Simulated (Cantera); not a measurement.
Feed: 1 mol Na2CO3, 0.41 mol H2O, at 750 Torr.

These are equilibrium values from Cantera (NASA tables, ideal gas, pure condensed phases), not measurements of a reactor. Candidate condensed phases: C, C6H6, C7H8, C8H18, H2O, Na, NaOH, NaO2, Na2CO3, Na2O, Na2O2; 117 gas species. The numbers say what is thermodynamically allowed, not how fast it happens.

**Question.** At 1625 °C, list the 7 most abundant gas species with their mole fractions, and the condensed phases.

**Answer.** NaOH 0.440, CO2 0.252, H2O 0.224, Na 0.0631, O2 0.0158, NaO 0.00137, CO 0.00108. Condensed: Na2CO3(l).
